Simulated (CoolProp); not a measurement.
Computed with CoolProp (reference Helmholtz-energy equation of state, Lemmon 2006). It is a short technical equation, of lower accuracy than the large ones.

### Question
For acetone, give the phase and the density (kg/m³), cp (kJ/(kg K)), cv (kJ/(kg K)), expansivity (1/kK) at 276.85 °C and 5.47 MPa; 276.85 °C and 6.26 MPa.

### Answer
- 276.85 °C and 5.47 MPa: supercritical; density 118, cp 3.37, cv 2.13, expansivity 9.61
- 276.85 °C and 6.26 MPa: supercritical; density 157, cp 4.17, cv 2.19, expansivity 14.4
